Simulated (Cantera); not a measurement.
Feed: 1 mol Ta(OEt)5, 2.7 mol CO2, at 31.0 mbar.

These are equilibrium values from Cantera (NASA tables, ideal gas, pure condensed phases), not measurements of a reactor. Candidate condensed phases: C, C6H6, C7H8, C8H18, H2O, Ta, TaC, Ta2O5; 113 gas species. The feed counts by its element totals alone. TaC: taken at fixed stoichiometry. Condensed phases not in the tables: Ta2C. The numbers say what is thermodynamically allowed, not how fast it happens.

x: gas mole fraction; n: condensed amount in mol.

| T (°C) | x H2 | x CO | x H | x CO2 | x H2O | n C(graphite) | n Ta2O5(s) | n TaC(s) |
|---|---|---|---|---|---|---|---|---|
| 627 | 0.614 | 0.346 | 5.20e-10 | 0.0207 | 0.0160 | 5.45 | 0.500 | 0 |
| 827 | 0.612 | 0.386 | 1.15e-7 | 0.000408 | 0.000656 | 4.81 | 0.500 | 0 |
| 1027 | 0.546 | 0.454 | ? | ? | ? | 1.30 | 0 | 1.00 |
| 1227 | 0.546 | 0.454 | ? | ? | ? | 1.30 | 0 | 1.00 |
| 1427 | 0.545 | 0.454 | 0.000618 | 9.02e-7 | 3.70e-6 | 1.30 | 0 | 1.00 |
| 1627 | 0.543 | 0.453 | 0.00332 | 2.70e-7 | 1.36e-6 | 1.29 | 0 | 1.00 |
| 1827 | 0.535 | 0.451 | 0.0129 | 1.03e-7 | 6.01e-7 | 1.26 | 0 | 1.00 |
| 2027 | 0.513 | 0.445 | 0.0394 | 4.58e-8 | 2.96e-7 | 1.20 | 0 | 1.00 |

### Question
What belongs in the gaps?

### Answer

- 1227, x H: 7.39e-5
- 1227, x CO2: 4.24e-6
- 1227, x H2O: 1.32e-5
- 1027, x H: 4.64e-6
- 1027, x CO2: 3.31e-5
- 1027, x H2O: 7.00e-5
